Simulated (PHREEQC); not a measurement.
Make-up at 25 °C: 0.14 mol/kgw FeCl3, 0.0011 mol/kgw MgSO4, 0.11 mol/kgw H2SO4 and 0.0021 mol/kgw Na2SO4. Closed to the air; pH follows from the charge balance.

Computed with PHREEQC (ion-association model, phreeqc.dat).

Each row changes one thing in this solution. This is a speciation only: nothing precipitates in the calculation.

```json
[
 {"case": "as made", "pH": "0.92", "ionic strength (mol/kgw)": "0.530", "Cl- (mol/kgw)": "0.352", "FeCl+2 (mol/kgw)": "0.0412", "FeSO4+ (mol/kgw)": "0.0394", "HSO4- (mol/kgw)": "0.0311", "SI of Goethite (FeOOH)": "+0.84", "SI of Hematite (Fe2O3)": "+3.69"},
 {"case": "0.14 mol/kgw HCl added", "pH": "0.67", "ionic strength (mol/kgw)": "0.664", "Cl- (mol/kgw)": "?", "FeCl+2 (mol/kgw)": "0.0478", "FeSO4+ (mol/kgw)": "0.0266", "HSO4- (mol/kgw)": "0.0437", "SI of Goethite (FeOOH)": "+0.01", "SI of Hematite (Fe2O3)": "+2.03"},
 {"case": "H2SO4 from 0.11 to 0.22 mol/kgw", "pH": "0.67", "ionic strength (mol/kgw)": "0.648", "Cl- (mol/kgw)": "0.378", "FeCl+2 (mol/kgw)": "0.0257", "FeSO4+ (mol/kgw)": "0.0419", "HSO4- (mol/kgw)": "0.103", "SI of Goethite (FeOOH)": "?", "SI of Hematite (Fe2O3)": "?"},
 {"case": "Na2SO4 from 0.0021 to 0.0042 mol/kgw", "pH": "0.92", "ionic strength (mol/kgw)": "0.531", "Cl- (mol/kgw)": "0.353", "FeCl+2 (mol/kgw)": "0.0406", "FeSO4+ (mol/kgw)": "0.0400", "HSO4- (mol/kgw)": "0.0318", "SI of Goethite (FeOOH)": "+0.84", "SI of Hematite (Fe2O3)": "+3.69"},
 {"case": "FeCl3 from 0.14 to 0.126 mol/kgw", "pH": "0.92", "ionic strength (mol/kgw)": "0.491", "Cl- (mol/kgw)": "0.324", "FeCl+2 (mol/kgw)": "0.0339", "FeSO4+ (mol/kgw)": "0.0380", "HSO4- (mol/kgw)": "0.0329", "SI of Goethite (FeOOH)": "+0.80", "SI of Hematite (Fe2O3)": "?"}
]
```

Question: Complete the blanks.

Answer: 
- 0.14 mol/kgw HCl added, Cl- (mol/kgw): 0.474
- H2SO4 from 0.11 to 0.22 mol/kgw, SI of Goethite (FeOOH): -0.17
- H2SO4 from 0.11 to 0.22 mol/kgw, SI of Hematite (Fe2O3): +1.67
- FeCl3 from 0.14 to 0.126 mol/kgw, SI of Hematite (Fe2O3): +3.62

Complexes and solids missing from the database can't appear. Some of these states are supersaturated (in Hematite (slow to form), Goethite (slow to form), for instance).
